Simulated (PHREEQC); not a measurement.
Dissolve 0.094 mol CdCl2, 0.0015 mol HCl and 0.00044 mol Na2SO4 per kg of water at 25 °C. Closed to the air; pH follows from the charge balance.

Equilibrium calculation in PHREEQC: ion-association model, phreeqc.dat.

Each row changes one thing in this solution. This is a speciation only: nothing precipitates in the calculation.

| case | pH | ionic strength (mol/kgw) | Cl- (mol/kgw) | SO4-2 (mol/kgw) | HSO4- (mol/kgw) | NaSO4- (mol/kgw) | SI of Halite (NaCl) |
|---|---|---|---|---|---|---|---|
| as made | 2.92 | 0.119 | 0.0984 | 0.000258 | 1.39e-5 | 3.98e-7 | -5.87 |
| HCl from 0.0015 to 0.0075 mol/kgw | … | 0.123 | 0.103 | 0.000233 | … | 3.57e-7 | -5.85 |
| CdCl2 left out | 2.86 | … | 0.00150 | 0.000394 | 4.47e-5 | 1.38e-6 | … |
| diluted 10-fold with water | … | 0.0197 | 0.0145 | 2.92e-5 | 2.54e-7 | 7.51e-9 | -7.58 |

Question: Fill in the missing entries.

Answer: 
- HCl from 0.0015 to 0.0075 mol/kgw, pH: 2.22
- HCl from 0.0015 to 0.0075 mol/kgw, HSO4- (mol/kgw): 6.23e-5
- CdCl2 left out, ionic strength (mol/kgw): 0.00273
- CdCl2 left out, SI of Halite (NaCl): -7.50
- diluted 10-fold with water, pH: 3.88
